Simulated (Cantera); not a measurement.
Input (Python, Cantera):

```python
import numpy as np
import cantera as ct

gas = ct.Solution("SiF4_NH3_mec.yaml", "gas")
gas.TPX = 1825, 2666, {'NH3': 1, 'H2': 1.6}
inlet = ct.Reservoir(gas, clone=True)

reactor = ct.IdealGasConstPressureReactor(gas, energy="off", clone=False)
exhaust = ct.Reservoir(gas, clone=True)
tau = [0.31, 0.15, 0.069, 0.033, 0.015, 0.0073, 0.0034, 0.0016][0]
for a, b in ((inlet, reactor), (reactor, exhaust)):
    ct.MassFlowController(a, b, mdot=lambda t: reactor.mass / tau)
net = ct.ReactorNet([reactor])
show = ['NH3', 'H2', 'N2', 'NH', 'NH2', 'N2H2', 'N']

rows = []
print(f"{'tau/s':>10s}{'T/K':>9s}" + "".join(f"{s:>11s}" for s in show))
for tau in [0.31, 0.15, 0.069, 0.033, 0.015, 0.0073, 0.0034, 0.0016]:
    net.initial_time = 0.0
    net.advance(30 * tau)
    before = gas.X
    net.advance(40 * tau)
    drift = np.max(np.abs(gas.X - before) / (gas.X + 1e-9))
    rows.append([gas.T, *gas[show].X, drift])
    print(f"{tau:10.3e}{gas.T:9.1f}" + "".join(f"{x:11.3e}" for x in gas[show].X))
```

It prints:

```
     tau/s      T/K        NH3         H2         N2         NH        NH2       N2H2          N
 3.100e-01   1825.0  3.640e-01  6.281e-01  7.270e-03  4.562e-06  3.214e-04  1.343e-06  2.654e-07
 1.500e-01   1825.0  3.747e-01  6.214e-01  3.427e-03  4.406e-06  3.205e-04  1.324e-06  2.482e-07
 6.900e-02   1825.0  3.803e-01  6.178e-01  1.398e-03  3.995e-06  3.072e-04  1.190e-06  2.130e-07
 3.300e-02   1825.0  3.829e-01  6.162e-01  5.001e-04  3.195e-06  2.750e-04  9.086e-07  1.524e-07
 1.500e-02   1825.0  3.840e-01  6.155e-01  1.072e-04  1.779e-06  2.045e-04  4.465e-07  6.378e-08
 7.300e-03   1825.0  3.844e-01  6.154e-01  1.408e-05  6.098e-07  1.191e-04  1.266e-07  1.294e-08
 3.400e-03   1825.0  3.845e-01  6.154e-01  1.222e-06  1.421e-07  5.730e-05  2.468e-08  1.467e-09
 1.600e-03   1825.0  3.846e-01  6.154e-01  1.093e-07  3.173e-08  2.708e-05  4.905e-09  1.550e-10
```

Computed with Cantera and the gas-phase N/H chemistry of the illustrative SiF4/NH3 mechanism in the Surface Chemkin manual (1991). Walls and surfaces, which speed up NH3 decomposition in real reactors, are not modelled.
